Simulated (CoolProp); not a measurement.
Vapour-liquid equilibrium of trans-2-butene (1) + acetone (2) at 0.898 bar; x and y are mole fractions of (1).

The numbers come from the multi-fluid Helmholtz-energy mixture model, Lemmon 2005 and Lemmon 2006; pair parameters Bell 2016 in CoolProp.

```tsv
x	bubble temperature, mixture model (K)	bubble temperature, Raoult's law (K)	y, mixture model	y, Raoult's law
0.05	310.0	319.4	0.460	0.243
0.2	286.6	304.7	0.824	0.639
0.35	278.9	294.5	0.890	0.811
0.5	276.1	286.8	0.912	0.897
0.65	274.7	280.9	0.924	0.946
0.8	273.3	276.1	0.941	0.976
0.95	271.6	272.1	0.978	0.995
```

The largest gap from Raoult's law is -18.1 K in bubble temperature, at x = 0.2. No azeotrope shows between x = 0.05 and 0.95.

Pair parameters are fitted to limited data, so mixtures are less certain than the pure fluids. With so large a gap from Raoult's law the liquid may split in two, which this calculation doesn't test in full.
